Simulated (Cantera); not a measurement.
# Hydrocarbon pyrolysis for carbon deposition

An isothermal, constant-pressure homogeneous reactor starts with C2H4 : H2 = 1 : 2.6 (molar parts), at 2000 K and 100.0 Torr.

Model: GRI-Mech 3.0 (53 species, 325 reactions), integrated in Cantera. GRI-Mech 3.0 was tuned for natural gas; its chemistry of ethylene as a main component is partial and can be far from experiment. GRI-Mech 3.0 stops at C3 and has no aromatics, soot or wall deposition, so with more carbon than oxygen in the feed, carbon stays in small species such as C2H2 where larger ones or solid carbon would form.

```csv
t (s),x C2H4,x H2,x H,x CH2,x C2H
6.00e-6,0.274,0.723,1.82e-5,2.02e-8,1.45e-9
1.68e-5,0.266,0.725,5.05e-5,9.50e-8,1.15e-8
4.72e-5,0.244,0.729,0.000136,3.01e-7,9.09e-8
0.000132,0.182,0.743,0.000293,5.20e-7,5.48e-7
0.000372,0.0734,0.766,0.000398,2.82e-7,1.55e-6
0.00104,0.00465,0.781,0.000695,3.36e-8,3.55e-6
0.00292,0.000170,0.780,0.00237,3.71e-8,1.23e-5
0.00821,0.000152,0.779,0.00386,1.05e-7,2.00e-5
0.0230,0.000151,0.779,0.00396,1.57e-7,2.06e-5
0.0646,0.000151,0.779,0.00396,2.66e-7,2.06e-5
0.181,0.000151,0.779,0.00396,3.99e-7,2.06e-5
0.508,0.000151,0.779,0.00396,4.28e-7,2.06e-5
1.43,0.000151,0.779,0.00396,4.28e-7,2.06e-5
4.00,0.000151,0.779,0.00396,4.28e-7,2.06e-5
```
x: mole fraction; the columns are a selection and need not sum to one.

Equilibrium at this temperature and pressure: C2H4 0.000151, H2 0.779, H 0.00396, CH2 4.28e-7, C2H 2.06e-5 (gas phase only).
